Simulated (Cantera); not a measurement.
**Diamond growth**

A diamond (100) surface in a fixed gas of H2 with x(CH4) = 0.011, x(H) = 0.0013, at 1375 K, 15.8 Torr; coverages are run to steady state.

Computed with Cantera and the Harris–Goodwin 1993 mechanism for the reconstructed diamond (100) surface.

```json
[
 {"x(CH3)": "1e-06", "growth (µm/h)": "0.00118", "θ c6HH": "0.395", "θ c6H*": "0.0542", "θ c6*H": "0.514", "θ c6**": "0.0365", "θ c6HM": "1.75e-7"},
 {"x(CH3)": "2.3e-06", "growth (µm/h)": "0.00272", "θ c6HH": "0.395", "θ c6H*": "0.0542", "θ c6*H": "0.514", "θ c6**": "0.0365", "θ c6HM": "4.02e-7"},
 {"x(CH3)": "5.3e-06", "growth (µm/h)": "0.00627", "θ c6HH": "0.395", "θ c6H*": "0.0542", "θ c6*H": "0.514", "θ c6**": "0.0365", "θ c6HM": "9.27e-7"},
 {"x(CH3)": "1.2e-05", "growth (µm/h)": "0.0142", "θ c6HH": "0.395", "θ c6H*": "0.0542", "θ c6*H": "0.514", "θ c6**": "0.0365", "θ c6HM": "2.10e-6"},
 {"x(CH3)": "2.8e-05", "growth (µm/h)": "0.0331", "θ c6HH": "0.395", "θ c6H*": "0.0542", "θ c6*H": "0.514", "θ c6**": "0.0365", "θ c6HM": "4.90e-6"},
 {"x(CH3)": "6.4e-05", "growth (µm/h)": "0.0755", "θ c6HH": "0.395", "θ c6H*": "0.0542", "θ c6*H": "0.514", "θ c6**": "0.0364", "θ c6HM": "1.12e-5"},
 {"x(CH3)": "0.00015", "growth (µm/h)": "0.176", "θ c6HH": "0.395", "θ c6H*": "0.0542", "θ c6*H": "0.514", "θ c6**": "0.0363", "θ c6HM": "2.62e-5"},
 {"x(CH3)": "0.00034", "growth (µm/h)": "0.396", "θ c6HH": "0.395", "θ c6H*": "0.0541", "θ c6*H": "0.514", "θ c6**": "0.0359", "θ c6HM": "5.93e-5"},
 {"x(CH3)": "0.00078", "growth (µm/h)": "0.889", "θ c6HH": "0.394", "θ c6H*": "0.0541", "θ c6*H": "0.513", "θ c6**": "0.0352", "θ c6HM": "0.000135"}
]
```
θ: site fractions in the mechanism's names (c6HH fully hydrogenated, c6H* and c6*H radical sites, c6** diradical, c6HM methylated).
